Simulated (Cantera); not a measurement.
Feed: 1 mol Ta(OEt)5, 0.011 mol H2O, 97 mol H2, 0.52 mol CO2, held at 150 Torr.

Cantera equilibrium calculation (NASA polynomials, part measured and part estimated; ideal gas, pure solids and liquids). Candidate condensed phases: C, C6H6, C7H8, C8H18, H2O, Ta, TaC, Ta2O5; 113 gas species. The feed counts by its element totals alone. TaC: taken at fixed stoichiometry. Condensed phases not in the tables: Ta2C. Rates play no part.

Question: At 1948 K, list the 5 most abundant gas species with their mole fractions, and the condensed phases.

Answer: H2 0.945, CO 0.0523, H 0.00246, C2H2 (acetylene) 0.000509, CH4 8.73e-5. Condensed: C(graphite) + TaC(s).
